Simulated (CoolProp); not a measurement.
100 sccm (0 °C, 1 atm) of nitrogen bubbles through liquid methanol at 316.2 K and leaves saturated at a total pressure of 0.0759 MPa (ideal gas phase). Each further row changes one setting.

Model: reference Helmholtz-energy equation of state, de Reuck 1993, in CoolProp.

```csv
case,vapour pressure (kPa),mole fraction of vapour,delivery (mg/min),delivery (sccm),change of delivery for a bath 1 K warmer (%)
as stated,40.9,___,___,117,___
bath temperature 321.2 K,51.1,___,295,206,___
total pressure 0.152 MPa,40.9,___,52.6,36.8,___
```

Problem. Fill in the missing entries.

Solution. 
- as stated, mole fraction of vapour: 0.539
- as stated, delivery (mg/min): 167
- as stated, change of delivery for a bath 1 K warmer (%): 11
- bath temperature 321.2 K, mole fraction of vapour: 0.674
- bath temperature 321.2 K, change of delivery for a bath 1 K warmer (%): 15
- total pressure 0.152 MPa, mole fraction of vapour: 0.269
- total pressure 0.152 MPa, change of delivery for a bath 1 K warmer (%): 6.5
